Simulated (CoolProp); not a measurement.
Saturation properties of decamethylcyclopentasiloxane (D5) (Tc = 345.1 °C, pc = 1078 kPa, ω = 0.631).

Values from CoolProp's reference Helmholtz-energy equation of state, Thol 2019.

```
T (°C)  p (kPa)  enthalpy of vaporisation (kJ/kg)  liquid cp (kJ/(kg K))  surface tension (mN/m)
------  -------  --------------------------------  ---------------------  ----------------------
60.75    0.2844                             161.0                  1.751                    15.4
63.25    0.3336                             160.1                  1.754                    15.2
65.75    0.3900                             159.2                  1.757                    15.0
68.25    0.4546                             158.3                  1.761                    14.9
70.75    0.5282                             157.4                  1.764                    14.7
73.25    0.6120                             156.5                  1.767                    14.5
75.75    0.7070                             155.6                  1.771                    14.3
78.25    0.8144                             154.8                  1.774                    14.1
80.75    0.9356                             153.9                  1.778                    14.0
83.25     1.072                             153.0                  1.781                    13.8
85.75     1.225                             152.2                  1.785                    13.6
88.25     1.396                             151.3                  1.789                    13.4
90.65     1.579                             150.5                  1.792                    13.3
93.15     1.792                             149.6                  1.796                    13.1
95.65     2.028                             148.8                  1.800                    12.9
```

It boils at 210.9 °C under 1 atm.

Surface tension comes from a separate correlation (Mulero 2014), older than this fluid's equation and unchecked against measurements.
